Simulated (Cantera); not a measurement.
Feed: 1 mol AlCl3, 5.2 mol O2, a varied amount of N2, at 577 °C and 0.133 bar.

Method: chemical equilibrium by Gibbs-energy minimisation in Cantera with the NASA 1993 tables (ideal gas, pure condensed phases). Candidate condensed phases: Al, AlCl3, AlN, Al2O3; 24 gas species. Condensed phases not in the tables: AlOCl. Equilibrium is a limit: real reactors are often held back by kinetics, nucleation or transport.

x: gas mole fraction; n: condensed amount in mol.

```json
[
 {"n(N2) (mol)": "1.7", "x N2": "0.222", "x O2": "0.582", "x Cl2": "0.196", "x Cl": "…", "n Al2O3(s)": "0.500"},
 {"n(N2) (mol)": "3.2", "x N2": "0.350", "x O2": "0.486", "x Cl2": "0.164", "x Cl": "…", "n Al2O3(s)": "0.500"},
 {"n(N2) (mol)": "5.8", "x N2": "0.494", "x O2": "0.379", "x Cl2": "0.128", "x Cl": "…", "n Al2O3(s)": "0.500"},
 {"n(N2) (mol)": "11", "x N2": "0.649", "x O2": "0.263", "x Cl2": "0.0885", "x Cl": "…", "n Al2O3(s)": "0.500"},
 {"n(N2) (mol)": "19", "x N2": "0.762", "x O2": "0.178", "x Cl2": "0.0601", "x Cl": "…", "n Al2O3(s)": "0.500"},
 {"n(N2) (mol)": "36", "x N2": "0.858", "x O2": "0.106", "x Cl2": "0.0357", "x Cl": "…", "n Al2O3(s)": "0.500"},
 {"n(N2) (mol)": "65", "x N2": "0.916", "x O2": "0.0627", "x Cl2": "0.0211", "x Cl": "…", "n Al2O3(s)": "0.500"},
 {"n(N2) (mol)": "120", "x N2": "0.953", "x O2": "0.0353", "x Cl2": "0.0119", "x Cl": "…", "n Al2O3(s)": "0.500"},
 {"n(N2) (mol)": "220", "x N2": "0.974", "x O2": "0.0197", "x Cl2": "0.00664", "x Cl": "…", "n Al2O3(s)": "0.500"},
 {"n(N2) (mol)": "400", "x N2": "0.985", "x O2": "0.0110", "x Cl2": "0.00369", "x Cl": "…", "n Al2O3(s)": "0.500"},
 {"n(N2) (mol)": "720", "x N2": "0.992", "x O2": "0.00613", "x Cl2": "0.00206", "x Cl": "…", "n Al2O3(s)": "0.500"}
]
```

Q: Some entries are withheld; supply them.

A: 
- 1.7, x Cl: 3.39e-5
- 3.2, x Cl: 3.10e-5
- 5.8, x Cl: 2.73e-5
- 11, x Cl: 2.27e-5
- 19, x Cl: 1.87e-5
- 36, x Cl: 1.45e-5
- 65, x Cl: 1.11e-5
- 120, x Cl: 8.34e-6
- 220, x Cl: 6.23e-6
- 400, x Cl: 4.65e-6
- 720, x Cl: 3.47e-6
